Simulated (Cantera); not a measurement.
Cantera run:

```python
import numpy as np
import cantera as ct

gas_names = """
    H HNO HNO2 HNO3 HO2 H2 H2O H2O2 N NH NH2 NH3 NH2OH NO NO2 NO3 N2 N2H2 N2H4 N2O O OH O2 O3 Pb PbO Pb2
""".split()
cond_names = """
    H2O(s) H2O(L) Pb(cr) Pb(L) PbO(rd) PbO(yw) PbO(L) PbO2(s) Pb3O4(s)
""".split()


# ... load() reads the species with a 1 bar reference pressure and builds the phases ...
atoms = {
    'PbO': {'Pb': 1, 'O': 1},
    'H2': {'H': 2},
    'N2': {'N': 2},
}
top_T = {'Pb3O4(s)': 820}  # K; cautious upper limits of use, not melting points


# ... equilibrate(T, P, feed) seeds the gas with the atoms and calls Mixture.equilibrate('TP', solver="vcs", rtol=1e-11, max_steps=5000) ...
results = []
feed = {'PbO': 1, 'H2': 0.81, 'N2': 7.8}  # mol
T = 1025  # K
for P in [10, 52, 270, 1400, 7200, 37000, 190000, 1000000]:
    mix = equilibrate(T, P, feed)
    results.append((T, P, feed, dict(zip(mix.species_names, mix.species_moles))))

top = {s: max(r[3][s] / sum(r[3][g] for g in gas_names) for r in results) for s in gas_names}
cols = sorted((s for s in top if top[s] > 0.0001), key=lambda s: -top[s])[:5]
seen = [c for c in cond_names if any(r[3].get(c, 0) > 1e-12 for r in results)]
print("log10 of partial pressures in bar; condensed amounts in mol")
print(f"{'P/Pa':>10s}" + "".join(f"{s[:9]:>10s}" for s in cols + seen))
for T, P, feed, n in results:
    ng = sum(n[g] for g in gas_names)
    print(f"{P:10.4g}" + "".join(f"{np.log10(max(n[s] / ng * P / 1e5, 1e-99)):10.3f}" for s in cols)
          + "".join(f"{n.get(c, 0):10.4g}" for c in seen))
```

Result:

```
log10 of partial pressures in bar; condensed amounts in mol
      P/Pa        N2       H2O        Pb       PbO     Pb(L)   PbO(yw)
        10    -4.085    -5.069    -5.069    -6.164         0    0.1251
        52    -3.351    -4.335    -4.556    -6.164    0.3226    0.1781
       270    -2.616    -3.600    -4.556    -6.164    0.7202    0.1879
      1400    -1.898    -2.881    -4.556    -6.164    0.7927    0.1897
      7200    -1.186    -2.169    -4.556    -6.164    0.8065      0.19
   3.7e+04    -0.475    -1.458    -4.556    -6.164    0.8092    0.1901
   1.9e+05     0.236    -0.748    -4.556    -6.164    0.8097    0.1901
     1e+06     0.957    -0.027    -4.556    -6.164    0.8098    0.1901
```

Cantera equilibrium calculation (NASA polynomials, part measured and part estimated; ideal gas, pure solids and liquids). Mutual solubility and eutectic melting of coexisting phases are not modelled.
